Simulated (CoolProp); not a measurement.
Vapour pressure (MPa) of C3F8 (R218): the reference equation beside estimates from Tc = 345.0 K, pc = 2.640 MPa, ω = 0.317.

Computed with CoolProp (reference Helmholtz-energy equation of state, Lemmon 2006). It is a short technical equation, of lower accuracy than the large ones.

```csv
T (K),reference,Redlich-Kwong,Peng-Robinson
219.1,…,…,0.04339
224.2,0.05641,0.1192,0.05660
229.2,0.07241,0.1461,0.07247
234.3,0.09221,0.1778,…
239.3,0.1155,…,0.1152
244.4,0.1438,…,0.1432
249.4,0.1763,0.3010,0.1756
254.5,0.2151,0.3538,0.2141
259.5,0.2592,0.4116,0.2580
264.6,0.3109,0.4771,0.3095
```

Fill in the missing entries.


- 219.1, reference: 0.04312
- 219.1, Redlich-Kwong: 0.09578
- 234.3, Peng-Robinson: 0.09211
- 239.3, Redlich-Kwong: 0.2135
- 244.4, Redlich-Kwong: 0.2550

Absolute difference from the reference over all 10 rows, mean and median: Redlich-Kwong 83.8 and 81.1 %, Peng-Robinson 0.4 and 0.4 %.
